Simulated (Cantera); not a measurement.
Ammonia decomposition in nitride growth gas

An isothermal, constant-pressure homogeneous reactor starts with 13.3 % NH3, 86.7 % N2, at 1998 K and 0.0510 bar.

Computed with Cantera and the gas-phase N/H chemistry of the illustrative SiF4/NH3 mechanism in the Surface Chemkin manual (1991). Walls and surfaces, which speed up NH3 decomposition in real reactors, are not modelled.

```csv
t (s),x NH3,x N2,x N2H4,x NH,x NH2
4.00e-6,0.133,0.867,<1e-12,<1e-12,3.54e-7
2.00e-5,0.133,0.867,<1e-12,7.68e-11,2.39e-6
0.000100,0.133,0.867,4.36e-12,3.20e-9,1.37e-5
0.000503,0.133,0.867,1.17e-10,1.27e-7,7.02e-5
0.00252,0.133,0.866,2.70e-9,2.34e-6,0.000335
0.0126,0.130,0.866,9.64e-9,7.58e-6,0.000634
0.0633,0.115,0.861,5.36e-9,1.10e-5,0.000473
0.317,0.0650,0.844,1.73e-9,1.07e-5,0.000269
1.59,0.00700,0.826,6.51e-11,4.37e-6,5.21e-5
7.97,3.04e-6,0.822,<1e-12,7.78e-8,1.43e-7
39.9,1.80e-7,0.822,<1e-12,5.15e-9,8.95e-9
200,6.93e-8,0.822,<1e-12,1.98e-9,3.45e-9
```
x: mole fraction; the columns are a selection and need not sum to one.

Equilibrium at this temperature and pressure: NH3 6.78e-8, N2 0.822, N2H4 <1e-12, NH 1.94e-9, NH2 3.37e-9 (gas phase only).
